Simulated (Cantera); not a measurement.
# Equilibrium for silicon nitride deposition: trisilylamine + N2

A closed system holds: 1 mol trisilylamine, 33 mol N2, held at 1077 °C and 1.00 bar.

These are equilibrium values from Cantera (NASA tables, ideal gas, pure condensed phases), not measurements of a reactor. Candidate condensed phases: Si, Si3N4; 18 gas species. The feed counts by its element totals alone. Kinetics and transport are ignored.

| Quantity | Value |
|---|---|
| x(N2) | 0.875 |
| x(H2) | 0.125 |
| x(NH3) | 4.23e-6 |
| n(Si3N4(s)) | 1.00 mol |
| gas amount | 36.00 mol |
| log10 activity of Si(s) (absent) | -3.80 |
